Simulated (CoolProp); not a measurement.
n-perfluorohexane along the isotherm 176.85 °C: density (kg/m³) from the reference equation and from simpler models built on Tc = 174.9 °C, pc = 1742 kPa, ω = 0.497; each cubic takes its own stable root.

Values from CoolProp's reference Helmholtz-energy equation of state, Gao 2022.

```
p (kPa)          phase  reference  ideal gas  van der Waals  Redlich-Kwong  Soave-Redlich-Kwong  Peng-Robinson
-------  -------------  ---------  ---------  -------------  -------------  -------------------  -------------
435                gas      43.29      39.30          42.65          43.14                43.12          43.57
871                gas      98.48      78.69          94.94          97.39                97.27          99.45
1310               gas      179.8      118.4          167.1          174.7                174.1          180.7
1740               gas      382.9      157.2          330.6          353.2                342.8          365.2
2180     supercritical      957.8      197.0          623.4          736.4                727.9          803.0
2610     supercritical       1028      235.8          673.6          809.5                803.7          889.9
3050     supercritical       1071      275.6          707.1          858.9                854.3          947.6
3480     supercritical       1102      314.4          731.9          896.0                892.0          990.6
3920     supercritical       1126      354.2          752.6          927.2                923.6           1026
4350     supercritical       1147      393.0          769.7          953.2                950.0           1056
```
